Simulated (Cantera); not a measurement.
Feed: 1 mol LiCl, 0.078 mol HCl, 120 mol H2, equilibrated at 1673 K and 7.80 Pa.

Equilibrium computed with Cantera from the NASA thermochemical tables; the gas is ideal and each condensed phase is pure. Candidate condensed phases: Li, LiCl, LiH; 11 gas species. The numbers say what is thermodynamically allowed, not how fast it happens.

**Question.** What is the equilibrium state?

**Answer.** 
- x(H2) = 0.977
- x(H) = 0.0127
- x(LiCl) = 0.00723
- x(HCl) = 0.00160
- x(Li) = 0.000974
- x(Cl) = 1.63e-5
- gas amount = 121.9 mol
- log10 activity of Li(l) (absent) = -7.26
